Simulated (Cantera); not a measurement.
Mixture: CH₄ : CO : O₂ : N₂ = 1 : 0.13 : 1.72 : 6.47 (molar parts), at 4.93 atm, adiabatic and at constant pressure. Ignition delay is the time to a rise of 400 K.

Model: GRI-Mech 3.0 (53 species, 325 reactions), integrated in Cantera.

Q: What does this change do: 0.014 parts C2H6 added?

A: 
| quantity | before | after |
|---|---|---|
| delay at 1150 K | 25.9 ms | 17.8 ms |
| delay at 1350 K | 1.96 ms | 1.46 ms |
| delay at 1550 K | 0.231 ms | 0.168 ms |
| delay at 1750 K | 41.7 µs | 30.2 µs |
| delay at 1950 K | 11.5 µs | 9.00 µs |
| apparent activation energy between 1850 and 2050 K | 170 kJ/mol | 160 kJ/mol |

Q: What does this change do: CH4 1 to 0.6 parts?

A: 
| quantity | before | after |
|---|---|---|
| delay at 1150 K | 25.9 ms | 20.2 ms |
| delay at 1350 K | 1.96 ms | 1.51 ms |
| delay at 1550 K | 0.231 ms | 0.189 ms |
| delay at 1750 K | 41.7 µs | 37.8 µs |
| delay at 1950 K | 11.5 µs | 11.3 µs |
| apparent activation energy between 1850 and 2050 K | 170 kJ/mol | 170 kJ/mol |
